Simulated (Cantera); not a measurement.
## NO annealing gas

An isothermal, constant-pressure homogeneous reactor starts with NO : N₂ = 1 : 3.8 (molar parts), at 2125 K and 10.00 Torr.

Cantera simulation using GRI-Mech 3.0 (53 species, 325 reactions); the numbers are that mechanism's predictions, not measurements. Radical loss at walls, strong at low pressure, is not modelled.

```json
[
 {"t (s)": "5.00e-5", "x NO": "0.208", "x O₂": "1.47e-11", "x O": "7.91e-8", "x N₂O": "7.88e-8", "x N₂": "0.792"},
 {"t (s)": "0.000170", "x NO": "0.208", "x O₂": "1.70e-10", "x O": "2.70e-7", "x N₂O": "2.66e-7", "x N₂": "0.792"},
 {"t (s)": "0.000576", "x NO": "0.208", "x O₂": "1.98e-9", "x O": "9.28e-7", "x N₂O": "8.92e-7", "x N₂": "0.792"},
 {"t (s)": "0.00196", "x NO": "0.208", "x O₂": "2.35e-8", "x O": "3.29e-6", "x N₂O": "2.88e-6", "x N₂": "0.792"},
 {"t (s)": "0.00665", "x NO": "0.208", "x O₂": "2.96e-7", "x O": "1.26e-5", "x N₂O": "8.34e-6", "x N₂": "0.792"},
 {"t (s)": "0.0226", "x NO": "0.208", "x O₂": "4.16e-6", "x O": "5.32e-5", "x N₂O": "1.75e-5", "x N₂": "0.792"},
 {"t (s)": "0.0766", "x NO": "0.208", "x O₂": "5.95e-5", "x O": "0.000212", "x N₂O": "2.10e-5", "x N₂": "0.792"},
 {"t (s)": "0.260", "x NO": "0.206", "x O₂": "0.000716", "x O": "0.000663", "x N₂O": "1.87e-5", "x N₂": "0.792"},
 {"t (s)": "0.884", "x NO": "0.195", "x O₂": "0.00603", "x O": "0.00142", "x N₂O": "1.44e-5", "x N₂": "0.798"},
 {"t (s)": "3.00", "x NO": "0.139", "x O₂": "0.0330", "x O": "0.00270", "x N₂O": "6.01e-6", "x N₂": "0.825"}
]
```
x: mole fraction; the columns are a selection and need not sum to one.

Equilibrium at this temperature and pressure: NO 0.00771, O₂ 0.0978, O 0.00450, N₂O 5.28e-8, N₂ 0.890 (gas phase only).
